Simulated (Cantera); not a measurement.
Silicon epitaxy and polysilicon growth: Si3H8 + HCl + H2

Input: 1 mol Si3H8, 0.67 mol HCl, a varied amount of H2, at 1450 K and 1.33 mbar.

Equilibrium computed with Cantera from the NASA thermochemical tables; the gas is ideal and each condensed phase is pure. Candidate condensed phases: Si; 19 gas species. The feed counts by its element totals alone. The tables' values for SiCl3 are old estimates; treat these amounts as uncertain. Rates play no part.

From 7.4 mol H2 to 340 mol H2 the condensed part is Si(s). The main Si-bearing gas is SiCl2 throughout. The share of Si in condensed phases is highest at 340 mol H2 (99.8 %) and lowest at 7.4 mol H2 (97.5 %).

```json
[
 {"n(H2) (mol)": "7.4", "x H2": "0.950", "x HCl": "0.0432", "x SiCl2": "0.00607", "x H": "0.000253", "x SiCl3": "3.42e-5", "x Cl": "9.36e-6", "n Si(s)": "2.93"},
 {"n(H2) (mol)": "14", "x H2": "0.967", "x HCl": "0.0301", "x SiCl2": "0.00288", "x H": "0.000255", "x SiCl3": "1.12e-5", "x Cl": "6.45e-6", "n Si(s)": "2.95"},
 {"n(H2) (mol)": "26", "x H2": "0.979", "x HCl": "0.0194", "x SiCl2": "0.00119", "x H": "0.000256", "x SiCl3": "2.97e-6", "x Cl": "4.15e-6", "n Si(s)": "2.96"},
 {"n(H2) (mol)": "50", "x H2": "0.988", "x HCl": "0.0114", "x SiCl2": "0.000408", "x H": "0.000257", "x SiCl3": "5.96e-7", "x Cl": "2.43e-6", "n Si(s)": "2.98"},
 {"n(H2) (mol)": "94", "x H2": "0.993", "x HCl": "0.00652", "x SiCl2": "0.000132", "x H": "0.000258", "x SiCl3": "1.10e-7", "x Cl": "1.38e-6", "n Si(s)": "2.99"},
 {"n(H2) (mol)": "180", "x H2": "0.996", "x HCl": "0.00355", "x SiCl2": "3.90e-5", "x H": "0.000259", "x SiCl3": "1.76e-8", "x Cl": "7.50e-7", "n Si(s)": "2.99"},
 {"n(H2) (mol)": "340", "x H2": "0.998", "x HCl": "0.00192", "x SiCl2": "1.14e-5", "x H": "0.000259", "x SiCl3": "2.78e-9", "x Cl": "4.06e-7", "n Si(s)": "2.99"}
]
```
x: gas mole fraction; n: condensed amount in mol.
